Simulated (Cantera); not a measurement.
Charge: 1 mol FeS2, 4.5 mol SO3, 7 mol CO2, held at 1573.15 K and 1.00 bar.

These are equilibrium values from Cantera (NASA tables, ideal gas, pure condensed phases), not measurements of a reactor. Candidate condensed phases: C, Fe, Fe(CO)5, FeO, FeS, FeSO4, FeS2, Fe2O3, Fe2(SO4)3, Fe3O4, S; 25 gas species. The tables' stoichiometric FeO is somewhat more stable than real wüstite, so its field is too wide. FeO: taken at fixed stoichiometry. Equilibrium is a limit: real reactors are often held back by kinetics, nucleation or transport.

Base state: CO2 0.494, SO2 0.476, CO 0.0261, SO 0.00196, S2 0.00195, S2O 0.000315, COS 0.000101 (mole fractions); condensed: FeO(s).

Problem. What changes in the equilibrium state with this change: 1.8 mol NH3 added?

Solution. 
| species | before | after |
|---|---|---|
| CO2 | 0.494 | 0.376 |
| SO2 | 0.476 | 0.323 |
| H2O | 0 | 0.154 |
| N2 | 0 | 0.0545 |
| S2 | 0.00195 | 0.0296 |
| CO | 0.0261 | 0.0476 |
| H2 | 0 | 0.00673 |
| H2S | 0 | 0.00300 |
| FeO(s), mol | 1.00 | 1.000 |
Further candidate phases: C6H6, C7H8, C8H18, Fe(OH)2, Fe(OH)3, H2O, H2SO4.

Problem. What changes in the equilibrium state with this change: temperature from 1573.15 K to 1175 K?

Solution. 
| species | before | after |
|---|---|---|
| CO2 | 0.494 | 0.523 |
| SO2 | 0.476 | 0.459 |
| S2 | 0.00195 | 0.0134 |
| CO | 0.0261 | 0.00339 |
| SO | 0.00196 | 0.000134 |
| S2O | 0.000315 | 0.00145 |
| COS | 0.000101 | 0.000337 |
| FeO(s), mol | 1.00 | 0 |
| Fe3O4(s), mol | 0 | 0.333 |
Gases not in the tables: S3 to S7.
